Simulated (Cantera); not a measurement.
**Low-pressure radical oxidation in H2/O2**

An isothermal, constant-pressure homogeneous reactor starts with 7.21 % H2, 48.1 % O2, 44.7 % N2, equivalence ratio 0.075, at 1375 K and 2.48 Torr.

Model: the H2/O2 subset of GRI-Mech 3.0, which has no nitrogen chemistry, integrated in Cantera. Radical loss at walls, strong at low pressure, is not modelled. The temperature is held fixed by assumption; the heat of reaction is taken as removed at once.

```csv
t (s),x H2,x O2,x H2O2,x H,x H2O,x OH,x O
0.000100,0.0721,0.481,3.91e-12,1.17e-8,7.48e-10,2.99e-9,3.19e-9
0.000562,0.0721,0.481,1.20e-10,8.78e-8,8.72e-8,6.39e-8,7.89e-8
0.00316,0.0716,0.480,3.06e-9,0.000158,0.000328,0.000132,0.000170
0.0178,0.00260,0.429,1.73e-8,0.0168,0.0578,0.00673,0.0401
0.100,0.00246,0.431,1.75e-8,0.0151,0.0591,0.00656,0.0372
0.562,0.00177,0.441,1.75e-8,0.00856,0.0644,0.00562,0.0251
3.16,0.000368,0.457,1.12e-8,0.000735,0.0725,0.00261,0.00482
17.8,1.83e-5,0.461,2.37e-9,7.97e-6,0.0745,0.000585,0.000235
100,1.34e-6,0.461,4.25e-10,1.57e-7,0.0747,0.000158,1.72e-5
```
x: mole fraction; the columns are a selection and need not sum to one.

Equilibrium at this temperature and pressure: H2 5.90e-7, O2 0.461, H2O2 2.76e-10, H 4.61e-8, H2O 0.0748, OH 0.000105, O 7.57e-6 (gas phase only).
